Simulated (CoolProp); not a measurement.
Vapour-liquid equilibrium of isohexane (1) + n-hexane (2) at 1250 kPa; x and y are mole fractions of (1).

The numbers come from the multi-fluid Helmholtz-energy mixture model, Lemmon 2006 and Thol 2019; pair parameters Bell 2016 in CoolProp.

| x | bubble temperature, mixture model (K) | bubble temperature, Raoult's law (K) | y, mixture model | y, Raoult's law |
|---|---|---|---|---|
| 0.05 | 450.2 | 450.3 | 0.056 | 0.058 |
| 0.2 | 448.6 | 448.8 | 0.219 | 0.228 |
| 0.35 | 447.1 | 447.3 | 0.377 | 0.389 |
| 0.5 | 445.5 | 445.8 | 0.528 | 0.542 |
| 0.65 | 444.1 | 444.4 | 0.674 | 0.687 |
| 0.8 | 442.8 | 443.0 | 0.816 | 0.826 |
| 0.95 | 441.5 | 441.6 | 0.954 | 0.957 |

The largest gap from Raoult's law is -0.3 K in bubble temperature, at x = 0.5. No azeotrope shows between x = 0.05 and 0.95.

Pair parameters are fitted to limited data, so mixtures are less certain than the pure fluids.
